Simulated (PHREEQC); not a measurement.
1 kg of water holding 0.015 mol KCl, 0.058 mol MgSO4, 0.56 mol MgCl2 and 0.28 mol H3BO3 is evaporated at 25 °C; the solids stay in contact with the brine. CO2 from the air is kept out. The run lets Arcanite, Bischofite, Brucite, Carnallite, Epsomite, Hexahydrite, Kainite, Kieserite, Leonite, Misenite, Schoenite, Sylvite, Boric_acid,s, KB5O8:4H2O, K2B4O7:4H2O, MgCl2_4H2O precipitate or redissolve, and no other solid.

All values are PHREEQC results (Pitzer model, pitzer.dat), not measurements.

```
water left (kg)  ionic strength  water activity  Bischofite (mol)
---------------  --------------  --------------  ----------------
1                          1.93           0.963                 0
0.8219                     2.34             [?]                 0
0.5552                     3.47           0.925                 0
0.4563                     4.22           0.903                 0
0.375                      5.14           0.877                 0
0.3082                      [?]           0.842                 0
0.2082                     9.25           0.728                 0
0.1711                     11.3           0.642                 0
0.1407                      [?]           0.531                 0
0.1146                     15.3             [?]                 0
0.04462                    17.6           0.317             0.286
0.00702                    17.6           0.317             0.504
```

Q: What belongs in the gaps?

A: 
- 0.8219, water activity: 0.954
- 0.3082, ionic strength: 6.25
- 0.1407, ionic strength: 13.7
- 0.1146, water activity: 0.430
